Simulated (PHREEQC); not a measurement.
Make-up at 25 °C and 10 atm: 0.0021 mol HF and 0.00022 mol FeCl3 per kg of water. Closed to the air; pH follows from the charge balance.

Model: ion-association model, phreeqc.dat, run in PHREEQC.

| quantity | before | after |
|---|---|---|
| pH | 2.96 | 2.79 |
| ionic strength (mol/kgw) | 0.00127 | 0.00177 |
| HF (mol/kgw) | 0.000955 | 0.00251 |
| F- (mol/kgw) | 0.000606 | 0.00110 |
| HF2- (mol/kgw) | 2.21e-6 | 1.05e-5 |

Name the change that produced these shifts.
A. temperature from 25 to 45 °C
B. HF from 0.0021 to 0.0042 mol/kgw
C. diluted 5-fold with water
D. HF replaced by KF at the same molality
E. diluted 10-fold with water

B, HF from 0.0021 to 0.0042 mol/kgw

No solid was allowed to form. Some of these states are supersaturated (in Hematite (slow to form), Goethite (slow to form), for instance). Fluoro complexes past AlF4- and FeF3 are missing from the database.
